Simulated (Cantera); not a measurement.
A closed system holds: 1 mol V2O5, 30 mol H2, held at 1825 K and 1330 Pa.

Equilibrium computed with Cantera from the NASA thermochemical tables; the gas is ideal and each condensed phase is pure. Candidate condensed phases: H2O, V, VO, V2O3, V2O4, V2O5; 12 gas species. Condensed phases not in the tables: the oxides between V2O3 and V2O5 other than VO2. Rates play no part.

Base state: H2 0.930, H2O 0.0665, H 0.00368, VO2 0.000107, OH 1.84e-5 (mole fractions); condensed: V2O3(s).

Task: What changes in the equilibrium state with this change: pressure from 1330 Pa to 100000 Pa?

Result: 
```
species         before     after
------------  --------  --------
H2               0.930     0.933
H2O             0.0665    0.0666
H              0.00368  0.000425
VO2           0.000107   1.43e-6
OH             1.84e-5   2.12e-6
V2O3(s), mol     0.998     1.000
```
